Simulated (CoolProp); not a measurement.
Saturation properties of R124.

Model: reference Helmholtz-energy equation of state, de Vries 1995, in CoolProp.

| T (K) | p (bar) | liquid cp (kJ/(kg K)) | vapour viscosity (µPa s) | liquid conductivity (mW/(m K)) |
|---|---|---|---|---|
| 208.7 | 0.05711 | 0.9896 | ___ | 101 |
| 217.2 | 0.1019 | 0.9998 | 9.30 | 97.9 |
| 225.7 | 0.1728 | 1.010 | 9.68 | 94.8 |
| 234.2 | ___ | 1.022 | 10.1 | 91.8 |
| 242.7 | 0.4354 | 1.034 | 10.4 | 88.8 |
| 251.2 | 0.6538 | 1.046 | 10.8 | 85.8 |
| 259.7 | 0.9517 | 1.060 | ___ | 82.8 |
| 268.3 | 1.352 | 1.074 | ___ | 79.8 |
| 276.8 | 1.867 | 1.090 | 12.0 | 76.9 |
| 285.3 | 2.521 | 1.106 | 12.4 | 74.0 |
| 293.8 | 3.338 | 1.125 | 12.8 | 71.2 |
| 302.3 | 4.341 | 1.145 | 13.2 | 68.5 |
| 310.8 | 5.557 | 1.167 | 13.6 | 65.8 |
| 319.3 | 7.012 | ___ | ___ | 63.2 |
| 327.8 | ___ | 1.224 | 14.5 | 60.7 |

Question: Some entries are withheld; supply them.

Answer: 
- 208.7, vapour viscosity (µPa s): 8.93
- 234.2, p (bar): 0.2798
- 259.7, vapour viscosity (µPa s): 11.2
- 268.3, vapour viscosity (µPa s): 11.6
- 319.3, liquid cp (kJ/(kg K)): 1.193
- 319.3, vapour viscosity (µPa s): 14.0
- 327.8, p (bar): 8.735

It boils at 261.2 K under 1 atm.

Viscosity comes from a separate model (Bell 2016), an estimate that may be off by 10 % or more. Thermal conductivity comes from a separate model (Huber 2003), an estimate that may be off by 10 % or more.
